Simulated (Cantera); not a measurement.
# Stirred combustor or abatement burner

A perfectly stirred reactor is fed with 6.79 % CH4, 19.1 % O2, 72.0 % N2, 2.10 % H2O, at 9.80 bar; it is adiabatic with a 448 K inlet, and is followed from long to short residence time, starting on the burning branch (τ in s: 0.024, 0.011, 0.0054, 0.0026, 0.0012, 0.00058, 0.00028, 0.00013, 6.3e-05, 3e-05, 1.4e-05).

Computed with Cantera and GRI-Mech 3.0 (53 species, 325 reactions).

```csv
τ (s),T (K),x CH4,x O2,x H2O,x C2H6,x H,x N2O
0.024,1936,8.05e-6,0.0555,0.156,3.36e-10,3.82e-6,6.80e-7
0.011,1934,1.55e-5,0.0556,0.156,1.18e-9,5.82e-6,8.21e-7
0.0054,1931,2.69e-5,0.0557,0.156,3.30e-9,9.48e-6,1.02e-6
0.0026,1927,4.63e-5,0.0559,0.156,8.68e-9,1.68e-5,1.31e-6
0.0012,1919,8.12e-5,0.0563,0.155,2.27e-8,3.20e-5,1.64e-6
0.00058,1907,0.000139,0.0570,0.155,5.56e-8,5.92e-5,1.88e-6
0.00028,1886,0.000248,0.0582,0.154,1.46e-7,0.000107,1.92e-6
0.00013,1847,0.000515,0.0610,0.152,5.43e-7,0.000187,1.69e-6
6.3e-5,448,0.0679,0.191,0.0210,<1e-12,<1e-12,<1e-12
3.0e-5,448,0.0679,0.191,0.0210,<1e-12,<1e-12,<1e-12
1.4e-5,448,0.0679,0.191,0.0210,<1e-12,<1e-12,<1e-12
```
x: mole fraction; the columns are a selection and need not sum to one.
